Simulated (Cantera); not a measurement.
Mg(OH)₂ + H₂ + O₂ + H₂O (calcination and drying)

A closed system holds: 1 mol Mg(OH)₂, 0.077 mol H₂, 2.5 mol O₂, 6.8 mol H₂O, at 1448.15 K and 1.10 mbar.

Cantera equilibrium calculation (NASA polynomials, part measured and part estimated; ideal gas, pure solids and liquids). Candidate condensed phases: H₂O, Mg, MgO, Mg(OH)₂; 15 gas species. The numbers say what is thermodynamically allowed, not how fast it happens.

```json
{
  "x(H₂O)": "0.761",
  "x(O₂)": "0.238",
  "x(OH)": "0.000766",
  "x(H₂)": "4.34e-5",
  "x(O)": "2.87e-5",
  "x(H)": "1.83e-6",
  "n(MgO(s))": "1.000 mol",
  "gas_amount": "10.34 mol",
  "log10 activity of Mg(l) (absent)": "-14.13"
}
```
